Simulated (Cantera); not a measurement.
Cantera run:

```python
import numpy as np
import cantera as ct

gas_names = """
    H HNO HNO2 HNO3 HO2 H2 H2O H2O2 N NH NH2 NH3 NH2OH NO NO2 NO3 N2 N2H2 N2H4 N2O O OH O2 O3 Si SiH
    SiH2 SiH3 SiH4 SiN SiO SiO2 Si2 Si2N Si3
""".split()
cond_names = """
    H2O(s) H2O(L) Si(cr) Si(L) SiO2(Lqz) SiO2(hqz) SiO2(L) Si2N2O(s) Si3N4(a)
""".split()


# ... load() reads the species with a 1 bar reference pressure and builds the phases ...
atoms = {
    'Si3N4': {'Si': 3, 'N': 4},
    'H2O': {'H': 2, 'O': 1},
    'H2': {'H': 2},
}
top_T = {'Si2N2O(s)': 2100, 'Si3N4(a)': 2400}  # K; cautious upper limits of use, not melting points


# ... equilibrate(T, P, feed) seeds the gas with the atoms and calls Mixture.equilibrate('TP', solver="vcs", rtol=1e-11, max_steps=5000) ...
results = []
feed = {'Si3N4': 1, 'H2O': 0.29, 'H2': 31}  # mol
P = 5900  # Pa
for T in [1100, 1250, 1400, 1550, 1700, 1850, 2000, 2150]:
    mix = equilibrate(T, P, feed)
    results.append((T, P, feed, dict(zip(mix.species_names, mix.species_moles))))

top = {s: max(r[3][s] / sum(r[3][g] for g in gas_names) for r in results) for s in gas_names}
cols = sorted((s for s in top if top[s] > 0.001), key=lambda s: -top[s])[:7]
seen = [c for c in cond_names if any(r[3].get(c, 0) > 1e-12 for r in results)]
print("log10 of partial pressures in bar; condensed amounts in mol")
print(f"{'T/K':>10s}" + "".join(f"{s[:9]:>10s}" for s in cols + seen))
for T, P, feed, n in results:
    ng = sum(n[g] for g in gas_names)
    print(f"{T:10.4g}" + "".join(f"{np.log10(max(n[s] / ng * P / 1e5, 1e-99)):10.3f}" for s in cols)
          + "".join(f"{n.get(c, 0):10.4g}" for c in seen))
```

It prints:

```
log10 of partial pressures in bar; condensed amounts in mol
       T/K        H2        N2         H       SiO        Si     Si(L) Si2N2O(s)  Si3N4(a)
      1100    -1.230    -3.741    -8.203   -13.622   -17.144         0      0.29    0.8067
      1250    -1.230    -3.741    -6.931   -10.296   -13.186         0      0.29    0.8067
      1400    -1.230    -3.741    -5.928    -7.696   -10.085         0      0.29    0.8067
      1550    -1.231    -3.738    -5.117    -5.610    -7.594         0    0.2887    0.8071
      1700    -1.242    -2.807    -4.452    -4.211    -6.168     1.114    0.2564    0.4463
      1850    -1.261    -2.455    -3.899    -3.293    -5.191     2.704         0         0
      2000    -1.263    -2.456    -3.420    -3.295    -4.361     2.676         0         0
      2150    -1.269    -2.460    -3.010    -3.298    -3.649     2.549         0         0
```

These are equilibrium values from Cantera (NASA tables, ideal gas, pure condensed phases), not measurements of a reactor. Mutual solubility and eutectic melting of coexisting phases are not modelled. The tables' values for SiN are old estimates; treat these amounts as uncertain. Gases not in the tables: Si2H6 and higher silanes.
